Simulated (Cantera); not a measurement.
What does this Cantera script print?

```python
import numpy as np
import cantera as ct

gas = ct.Solution("gri30.yaml")
gas.TPX = 1275, 11000, {'H2': 0.65, 'O2': 1, 'N2': 4.7}
reactor = ct.IdealGasConstPressureReactor(gas, energy="off", clone=False)
net = ct.ReactorNet([reactor])
net.rtol, net.atol = 1e-08, 1e-18
show = ['H2', 'O2', 'NO', 'H', 'H2O', 'O', 'HO2']
times = np.geomspace(2e-05, 1, 9)

steps = ct.SolutionArray(gas, extra=["t"])
rows = []
print(f"{'t/s':>10s}{'T/K':>9s}{'P/Pa':>11s}" + "".join(f"{s:>11s}" for s in show))
for t in times:
    while net.time < t:
        t_next = net.step()
        steps.append(gas.state, t=t_next)
    rows.append([np.interp(t, steps.t, y) for y in (steps.T, steps.P, *steps(*show).X.T)])
    print(f"{t:10.3e}{rows[-1][0]:9.1f}{rows[-1][1]:11.4g}" + "".join(f"{x:11.3e}" for x in rows[-1][2:]))
rate = np.gradient(steps.T, steps.t)
print("integrator steps:", len(steps.t))
if steps.T.max() > steps.T[0] + 200:
    print(f"time of steepest temperature rise: {steps.t[rate.argmax()]:.4e} s")
gas.TPX = 1275, 11000, {'H2': 0.65, 'O2': 1, 'N2': 4.7}
gas.equilibrate("TP")
print(f"equilibrium (TP): T = {gas.T:.1f} K  " + "  ".join(f"{s} {gas[s].X[0]:.3e}" for s in show))
```

Output:

```
       t/s      T/K       P/Pa         H2         O2         NO          H        H2O          O        HO2
 2.000e-05   1275.0    1.1e+04  1.024e-01  1.575e-01  2.514e-19  1.053e-08  3.853e-09  2.558e-09  9.326e-09
 7.734e-05   1275.0    1.1e+04  1.024e-01  1.575e-01  2.266e-17  2.126e-07  2.486e-07  6.934e-08  3.836e-08
 2.991e-04   1275.0    1.1e+04  9.323e-02  1.531e-01  8.558e-10  4.645e-03  6.334e-03  1.550e-03  5.905e-06
 1.156e-03   1275.0    1.1e+04  6.026e-03  1.094e-01  5.856e-06  2.128e-02  8.632e-02  1.397e-02  7.538e-06
 4.472e-03   1275.0    1.1e+04  1.193e-03  1.110e-01  8.685e-06  1.514e-03  1.047e-01  2.325e-03  6.320e-06
 1.729e-02   1275.0    1.1e+04  6.507e-05  1.119e-01  8.757e-06  1.843e-05  1.076e-01  1.239e-04  1.429e-06
 6.687e-02   1275.0    1.1e+04  5.418e-06  1.120e-01  8.749e-06  4.753e-07  1.078e-01  1.084e-05  1.749e-07
 2.586e-01   1275.0    1.1e+04  8.265e-07  1.120e-01  8.755e-06  2.992e-08  1.079e-01  1.719e-06  3.210e-08
 1.000e+00   1275.0    1.1e+04  1.772e-07  1.120e-01  8.758e-06  3.057e-09  1.079e-01  3.755e-07  1.178e-08
integrator steps: 1698
equilibrium (TP): T = 1275.0 K  H2 5.404e-08  O2 1.119e-01  NO 2.448e-04  H 5.201e-10  H2O 1.079e-01  O 1.134e-07  HO2 1.097e-08
```

Cantera simulation using GRI-Mech 3.0 (53 species, 325 reactions); the numbers are that mechanism's predictions, not measurements. The temperature is held fixed by assumption; the heat of reaction is taken as removed at once.
